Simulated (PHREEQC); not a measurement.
PHREEQC input (ion-association model, wateq4f.dat):

```
SOLUTION_MASTER_SPECIES
  An  An-  0  An  62.0  # stands for a non-complexing anion
SOLUTION_SPECIES
  An- = An-
    -log_k 0
    -gamma 3.0 0
PHASES
  Fix_H+
    H+ = H+
    -log_k 0
SOLUTION 1
  temp 25
  units mmol/kgw
  pH 7 charge
  F 0.0029
  Na 10.0029
  Cl 0.098
  Cu(2) 0.049
  An 10
END
SELECTED_OUTPUT 1
  -reset false
  -pH true
  -pe true
  -ionic_strength true
  -water true
  -totals Cl Cu F Na Cu(1) Cu(2)
  -molalities Hfo_wOH Hfo_wOH2+ Hfo_wO- Hfo_sOH Hfo_sOH2+ Hfo_sO- Hfo_sOCu+ Hfo_wOCu+ Hfo_wF Hfo_wOHF-
  -saturation_indices Cu(OH)2 Atacamite Halite CuF2:2H2O
USER_PUNCH 1
  -headings sigma psi
  10 PUNCH EDL("sigma", "Hfo"), EDL("psi", "Hfo")
PRINT
  -reset false
USE solution 1
SURFACE 1
  Hfo_wOH 0.000382022 600 0.17
  Hfo_sOH 9.55056e-06
EQUILIBRIUM_PHASES 1
  Fix_H+ -3 HAn 10
    -force_equality true
  O2(g) -0.68 10
END
# ... the last block is repeated for the other 12 points of pH, with NaOH or the acid as the point needs
```

Selected output (columns that matter, 11 of 13 rows; pH added in front):

```
pH	mu	Cu	F	Na	m_Hfo_wOH	m_Hfo_wOH2+	m_Hfo_wO-	m_Hfo_sOH	si_Cu(OH)2	si_Atacamite	si_Halite	si_CuF2:2H2O	sigma	psi
3	0.011421	4.8987e-05	2.5118e-07	0.010003	4.5499e-05	0.00033373	1.421e-07	1.1441e-06	-7.1304	-11.378	-7.686	-13.977	0.32309	0.20259
3.67	0.010518	4.8776e-05	1.921e-07	0.010003	0.00011367	0.00026449	1.119e-06	2.8065e-06	-5.7863	-9.3578	-7.6826	-13.686	0.25449	0.19245
4.33	0.010288	4.6353e-05	2.8123e-07	0.010003	0.00018635	0.00018829	4.225e-06	3.665e-06	-4.4868	-7.4185	-7.6817	-13.209	0.17855	0.17484
5.67	0.010084	1.3238e-05	1.0516e-06	0.010003	0.00026237	6.7697e-05	2.3294e-05	4.489e-07	-2.3525	-4.4894	-7.6809	-12.557	0.07441	0.13064
6.33	0.010078	1.6308e-06	1.7971e-06	0.010049	0.00026305	4.0256e-05	3.9376e-05	3.2214e-07	-1.9726	-4.3897	-7.6789	-13.03	0.044696	0.10501
7	0.010088	2.4468e-07	2.4733e-06	0.010076	0.0002598	2.916e-05	5.3025e-05	3.0764e-07	-1.8173	-4.749	-7.6778	-13.937	0.023143	0.073344
7.67	0.010096	1.7617e-07	2.7805e-06	0.010091	0.00025576	2.3988e-05	6.2473e-05	3.0236e-07	-1.7317	-5.2479	-7.6771	-15.089	0.0096307	0.038324
8.33	0.010103	1.9312e-07	2.8703e-06	0.010103	0.00025209	2.1037e-05	6.9204e-05	2.9813e-07	-1.6749	-5.7943	-7.6767	-16.325	0.00052393	0.0022822
9.67	0.010164	2.6459e-07	2.8983e-06	0.010176	0.00024044	1.5271e-05	8.6721e-05	2.8483e-07	-1.5366	-6.8577	-7.6738	-18.859	-0.021569	-0.069974
10.33	0.010362	3.6214e-07	2.8995e-06	0.010385	0.00022619	1.1142e-05	0.0001052	2.6858e-07	-1.4007	-7.2464	-7.6657	-20.043	-0.04307	-0.10249
11	0.011261	6.2822e-07	2.8999e-06	0.011304	0.00019731	6.4128e-06	0.00013907	2.3578e-07	-1.1638	-7.4442	-7.6323	-21.15	-0.079887	-0.13144
```

The database's constant for dissolved Cu(OH)2 is higher than later reviews accept. The oxide is taken as insoluble; below pH 4 it would dissolve.
